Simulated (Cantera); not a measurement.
**Formation from one mole of O2**

Source: NASA polynomial tables (part measured, part estimated), evaluated in Cantera. Values are per mole of reaction as written; species without (g) are pure solids or liquids, kept so even where they would boil at 1 bar.

2 Pb + O2(g) = 2 PbO(g)

```json
[
 {"T (K)": "1248", "ΔH° (kJ)": "112.6", "ΔS° (J/K)": "102.0", "ΔG° (kJ)": "-14.7", "log10 K": "0.62"},
 {"T (K)": "1298", "ΔH° (kJ)": "111.6", "ΔS° (J/K)": "101.2", "ΔG° (kJ)": "-19.8", "log10 K": "0.80"},
 {"T (K)": "1348", "ΔH° (kJ)": "110.7", "ΔS° (J/K)": "100.6", "ΔG° (kJ)": "-24.8", "log10 K": "0.96"},
 {"T (K)": "1398", "ΔH° (kJ)": "109.8", "ΔS° (J/K)": "99.9", "ΔG° (kJ)": "-29.8", "log10 K": "1.11"},
 {"T (K)": "1448", "ΔH° (kJ)": "108.9", "ΔS° (J/K)": "99.2", "ΔG° (kJ)": "-34.8", "log10 K": "1.26"},
 {"T (K)": "1498", "ΔH° (kJ)": "108.0", "ΔS° (J/K)": "98.6", "ΔG° (kJ)": "-39.8", "log10 K": "1.39"},
 {"T (K)": "1548", "ΔH° (kJ)": "107.0", "ΔS° (J/K)": "98.0", "ΔG° (kJ)": "-44.7", "log10 K": "1.51"},
 {"T (K)": "1598", "ΔH° (kJ)": "106.1", "ΔS° (J/K)": "97.4", "ΔG° (kJ)": "-49.6", "log10 K": "1.62"},
 {"T (K)": "1648", "ΔH° (kJ)": "105.2", "ΔS° (J/K)": "96.9", "ΔG° (kJ)": "-54.4", "log10 K": "1.72"},
 {"T (K)": "1698", "ΔH° (kJ)": "104.3", "ΔS° (J/K)": "96.3", "ΔG° (kJ)": "-59.3", "log10 K": "1.82"}
]
```

Nb + O2(g) = NbO2

```json
[
 {"T (K)": "1248", "ΔH° (kJ)": "-774.8", "ΔS° (J/K)": "-162.8", "ΔG° (kJ)": "-571.7", "log10 K": "23.93"},
 {"T (K)": "1298", "ΔH° (kJ)": "-773.9", "ΔS° (J/K)": "-162.1", "ΔG° (kJ)": "-563.6", "log10 K": "22.68"},
 {"T (K)": "1348", "ΔH° (kJ)": "-773.0", "ΔS° (J/K)": "-161.4", "ΔG° (kJ)": "-555.5", "log10 K": "21.52"},
 {"T (K)": "1398", "ΔH° (kJ)": "-772.1", "ΔS° (J/K)": "-160.7", "ΔG° (kJ)": "-547.4", "log10 K": "20.45"},
 {"T (K)": "1448", "ΔH° (kJ)": "-771.3", "ΔS° (J/K)": "-160.1", "ΔG° (kJ)": "-539.4", "log10 K": "19.46"},
 {"T (K)": "1498", "ΔH° (kJ)": "-770.5", "ΔS° (J/K)": "-159.6", "ΔG° (kJ)": "-531.4", "log10 K": "18.53"},
 {"T (K)": "1548", "ΔH° (kJ)": "-769.7", "ΔS° (J/K)": "-159.0", "ΔG° (kJ)": "-523.4", "log10 K": "17.66"},
 {"T (K)": "1598", "ΔH° (kJ)": "-768.9", "ΔS° (J/K)": "-158.5", "ΔG° (kJ)": "-515.5", "log10 K": "16.85"},
 {"T (K)": "1648", "ΔH° (kJ)": "-768.1", "ΔS° (J/K)": "-158.1", "ΔG° (kJ)": "-507.6", "log10 K": "16.09"},
 {"T (K)": "1698", "ΔH° (kJ)": "-767.4", "ΔS° (J/K)": "-157.6", "ΔG° (kJ)": "-499.7", "log10 K": "15.37"}
]
```

1.2 Ti + O2(g) = 0.4 Ti3O5

| T (K) | ΔH° (kJ) | ΔS° (J/K) | ΔG° (kJ) | log10 K |
|---|---|---|---|---|
| 1248 | -973.9 | -169.2 | -762.8 | 31.93 |
| 1298 | -973.0 | -168.5 | -754.4 | 30.36 |
| 1348 | -972.1 | -167.8 | -746.0 | 28.90 |
| 1398 | -971.2 | -167.1 | -737.6 | 27.56 |
| 1448 | -970.3 | -166.5 | -729.2 | 26.31 |
| 1498 | -969.4 | -165.9 | -720.9 | 25.14 |
| 1548 | -968.6 | -165.3 | -712.6 | 24.05 |
| 1598 | -967.7 | -164.8 | -704.4 | 23.02 |
| 1648 | -966.8 | -164.2 | -696.2 | 22.07 |
| 1698 | -965.9 | -163.7 | -688.0 | 21.16 |

2 H2(g) + O2(g) = 2 H2O(g)

| T (K) | ΔH° (kJ) | ΔS° (J/K) | ΔG° (kJ) | log10 K |
|---|---|---|---|---|
| 1248 | -498.4 | -113.0 | -357.4 | 14.96 |
| 1298 | -498.9 | -113.4 | -351.7 | 14.15 |
| 1348 | -499.3 | -113.7 | -346.0 | 13.41 |
| 1398 | -499.7 | -114.0 | -340.4 | 12.72 |
| 1448 | -500.1 | -114.2 | -334.7 | 12.07 |
| 1498 | -500.4 | -114.5 | -328.9 | 11.47 |
| 1548 | -500.7 | -114.7 | -323.2 | 10.91 |
| 1598 | -501.0 | -114.9 | -317.5 | 10.38 |
| 1648 | -501.3 | -115.0 | -311.7 | 9.88 |
| 1698 | -501.5 | -115.2 | -306.0 | 9.41 |
